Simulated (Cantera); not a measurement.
An isothermal, constant-pressure homogeneous reactor starts with 12.5 % CH4, 87.5 % N2, at 1775 K and 0.0240 bar.

Model: GRI-Mech 3.0 (53 species, 325 reactions), integrated in Cantera. GRI-Mech 3.0 stops at C3 and has no aromatics, soot or wall deposition, so with more carbon than oxygen in the feed, carbon stays in small species such as C2H2 where larger ones or solid carbon would form. Radical loss at walls, strong at low pressure, is not modelled.

Predict: x(CH4) at 50.0 s; x(H2) at 50.0 s; x(H) at 50.0 s; x(HCN) at 50.0 s.


| Property | Value |
|---|---|
| x(CH4) at 50.0 s | 2.35e-5 (gas-phase equilibrium 1.57e-5) |
| x(H2) at 50.0 s | 0.166 (gas-phase equilibrium 0.166) |
| x(H) at 50.0 s | 0.000767 (gas-phase equilibrium 0.000767) |
| x(HCN) at 50.0 s | 5.72e-5 (gas-phase equilibrium 0.0725) |
